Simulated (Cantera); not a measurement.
**Transport properties of process gases**

Gas mixture: NO = 0.59 (molar parts), at 0.000296 atm, frozen composition.

Cantera's kinetic-theory transport with the Lennard-Jones parameters of GRI-Mech 3.0, ideal gas; thermal conductivity in the mixture-averaged form.

| T (K) | ρ (kg/m³) | cp (J/kg/K) | μ (µPa s) | λ (mW/m/K) | Pr | D (cm²/s) CH₄ | D (cm²/s) O | D (cm²/s) N₂ |
|---|---|---|---|---|---|---|---|---|
| 400 | 0.000271 | 998.6 | 23.1 | 32.4 | 0.712 | 1250 | 1780 | 1140 |
| 500 | 0.000217 | 1016 | 27.0 | 38.8 | 0.708 | 1830 | 2600 | 1680 |
| 600 | 0.000180 | 1041 | 30.6 | 45.1 | 0.706 | 2510 | 3540 | 2290 |
| 700 | 0.000155 | 1067 | 34.0 | 51.3 | 0.707 | 3260 | 4590 | 2960 |
| 800 | 0.000135 | 1092 | 37.1 | 57.3 | 0.708 | 4080 | 5740 | 3710 |
| 900 | 0.000120 | 1114 | 40.1 | 63.0 | 0.708 | 4970 | 6990 | 4510 |
D: mixture-averaged diffusion coefficient of that species in the mixture.
